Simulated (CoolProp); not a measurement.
Saturation properties of propylene (Tc = 91.1 °C, pc = 4.555 MPa, ω = 0.146).

Values from CoolProp's reference Helmholtz-energy equation of state, Lemmon 2013.

```
T (°C)  p (MPa)  liquid density (kg/m³)  liquid cp (kJ/(kg K))  vapour Z  liquid viscosity (µPa s)  vapour viscosity (µPa s)
------  -------  ----------------------  ---------------------  --------  ------------------------  ------------------------
6.65     0.7088                   536.1                  2.492    0.8603                       113                      8.07
12.95    0.8441                   526.3                  2.546    0.8423                       106                      8.33
19.15    0.9949                   516.2                  2.606    0.8232                       100                      8.61
25.35     1.165                   505.7                  2.673    0.8025                      94.7                      8.92
31.55     1.354                   494.6                  2.751    0.7803                      89.3                      9.26
37.75     1.566                   483.0                  2.843    0.7562                      84.0                      9.65
43.95     1.801                   470.6                  2.954    0.7302                      79.0                      10.1
50.15     2.060                   457.3                  3.091    0.7019                      74.0                      10.6
56.35     2.347                   442.9                  3.270    0.6709                      69.1                      11.2
62.55     2.661                   427.0                  3.515    0.6366                      64.2                      11.9
68.75     3.007                   408.9                  3.881    0.5980                      59.2                      12.7
75.05     3.392                   387.4                  4.517    0.5525                      53.9                      13.9
```

It boils at -47.6 °C under 1 atm.

Viscosity comes from a separate model (Huber 2003), an estimate that may be off by 10 % or more.
